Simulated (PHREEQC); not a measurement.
## Arsenic or selenium liquor: an equilibrium model

Solution (25 °C): 0.00045 mol H2SeO3, 0.0017 mol NaOH and 0.00063 mol FeCl3 per kg of water. Closed to the air; pH follows from the charge balance.

Computed with PHREEQC (ion-association model, wateq4f.dat).

Each row changes one thing in this solution. This is a speciation only: nothing precipitates in the calculation.

| case | pH | ionic strength (mol/kgw) | Fe(OH)2+ (mol/kgw) | Fe(OH)3 (mol/kgw) | SeO3-2 (mol/kgw) | SI of Fe2(SeO3)3 (Fe2(SeO3)3) | SI of Fe(OH)3(a) (Fe(OH)3) |
|---|---|---|---|---|---|---|---|
| as made | 5.20 | 0.00235 | 0.000605 | 1.16e-5 | 2.62e-7 | -0.52 | +2.73 |
| NaOH from 0.0017 to 0.00085 mol/kgw | 3.44 | 0.00271 | 0.000256 | 8.48e-8 | 3.84e-9 | +0.26 | +0.60 |
| diluted 100-fold with water | 6.05 | 2.35e-5 | 5.50e-6 | 7.87e-7 | 1.61e-8 | -11.36 | +1.57 |
| H2SeO3 from 0.00045 to 0.00225 mol/kgw | 3.18 | 0.00417 | 0.000161 | 2.93e-8 | 9.84e-9 | +2.02 | +0.14 |
| FeCl3 from 0.00063 to 0.000693 mol/kgw | 4.40 | 0.00261 | 0.000605 | 1.87e-6 | (withheld) | (withheld) | +1.94 |
| FeCl3 from 0.00063 to 6.3e-05 mol/kgw | 10.72 | 0.00215 | 1.92e-10 | 1.23e-6 | 0.000448 | -25.90 | +1.76 |

Complete the blanks.


- FeCl3 from 0.00063 to 0.000693 mol/kgw, SeO3-2 (mol/kgw): 4.18e-8
- FeCl3 from 0.00063 to 0.000693 mol/kgw, SI of Fe2(SeO3)3 (Fe2(SeO3)3): +0.24

Some of these states are supersaturated (in Fe(OH)3(a), Hematite (slow to form), Fe2(SeO3)3, for instance).
